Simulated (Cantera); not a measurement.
Cantera run:

```python
import numpy as np
import cantera as ct

gas_names = """
    OH
""".split()
cond_names = """
    Na(cr) Na(L) NaOH(a) NaOH(L)
""".split()


# ... load() reads the species with a 1 bar reference pressure and builds the phases ...
species = {s.name: s for s in load("nasa_gas.yaml", gas_names) + load("nasa_condensed.yaml", cond_names)}
# Each term lists the table entries of one substance; the one whose range holds T is used.
reactions = {
    'Na + OH(g) = NaOH':
        [(-1, ['Na(cr)', 'Na(L)']), (-1, ['OH']), (1, ['NaOH(a)', 'NaOH(L)'])],
}


def pick(names, T):
    return next(species[n] for n in names if species[n].thermo.min_temp <= T <= species[n].thermo.max_temp)


results = []
for label, terms in reactions.items():
    print(label)
    print("     T/K   dH/kJ  dS/(J/K)   dG/kJ   log10 K")
    for T in [798, 873, 948, 1023, 1098, 1173, 1248, 1323, 1398, 1473]:
        used = [(nu, pick(names, T)) for nu, names in terms]
        dH = sum(nu * s.thermo.h(T) for nu, s in used) / 1e6
        dS = sum(nu * s.thermo.s(T) for nu, s in used) / 1e3
        dG = dH - T * dS / 1e3
        logK = -dG * 1e6 / (ct.gas_constant * T * np.log(10))
        results.append((label, T, dH, dS, dG, logK, [s.name for _, s in used]))
        print(f"{T:8g} {dH:8.1f} {dS:8.1f} {dG:8.1f} {logK:8.2f}")
```

Output:

```
Na + OH(g) = NaOH
     T/K   dH/kJ  dS/(J/K)   dG/kJ   log10 K
     798   -445.5   -140.2   -333.6    21.83
     873   -443.5   -137.9   -323.2    19.34
     948   -441.6   -135.8   -312.9    17.24
    1023   -439.8   -133.9   -302.8    15.46
    1098   -438.0   -132.3   -292.8    13.93
    1173   -436.3   -130.8   -282.9    12.60
    1248   -434.7   -129.4   -273.2    11.43
    1323   -433.2   -128.3   -263.5    10.40
    1398   -431.8   -127.2   -253.9     9.49
    1473   -430.5   -126.3   -244.4     8.67
```

Source: NASA polynomial tables (part measured, part estimated), evaluated in Cantera. Condensed species are held in their standard states even where they would react or evaporate.
